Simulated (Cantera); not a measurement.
A closed system holds: 1 mol CaO, a varied amount of HCl, equilibrated at 5.30 Pa.

These are equilibrium values from Cantera (NASA tables, ideal gas, pure condensed phases), not measurements of a reactor. Candidate condensed phases: Ca, CaCl₂, CaO, Ca(OH)₂, H₂O; 21 gas species. Mutual solubility and eutectic melting of coexisting phases are not modelled. Condensed phases not in the tables: oxide chlorides. Kinetics and transport are ignored.

What condenses at these points (T in K, n(HCl) in mol): (1325, 4.8); (1550, 6.4); (1400, 2); (1175, 5.5); (1325, 6.4); (1100, 7.4); (1175, 3.5)?


```tsv
T (K)	n(HCl) in mol	condensed phases	Ca condensed (%)
1325	4.8	CaO	13.7
1550	6.4	gas only	0.0
1400	2	CaO	58.8
1175	5.5	CaCl₂ + CaO	64.1
1325	6.4	gas only	0.0
1100	7.4	CaCl₂	93.2
1175	3.5	CaCl₂ + CaO	77.2
```
